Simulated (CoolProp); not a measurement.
The fluid at 295 K and 0.181 MPa is throttled through a valve to 0.11 MPa with no heat exchange. The same conditions are run with several fluids, on thermodynamics alone (safety and materials aside).

Computed with CoolProp (reference Helmholtz-energy equation of state of each fluid (fluorine: de Reuck 1990; hydrogen chloride: Thol 2018; R1132(E): Akasaka 2024; R407C: Lemmon 2003; R410A: Lemmon 2003)). Blends and air are pseudo-pure fits.

| fluid | temperature change (K) | final density (kg/m³) |
|---|---|---|
| fluorine | (withheld) | 1.71 |
| hydrogen chloride | -1.2 | (withheld) |
| R1132(E) | -1.2 | (withheld) |
| R407C | -1.5 | (withheld) |
| R410A | -1.5 | (withheld) |

What belongs in the gaps?


- fluorine, temperature change (K): -0.1
- hydrogen chloride, final density (kg/m³): 1.65
- R1132(E), final density (kg/m³): 2.92
- R407C, final density (kg/m³): 3.96
- R410A, final density (kg/m³): 3.32
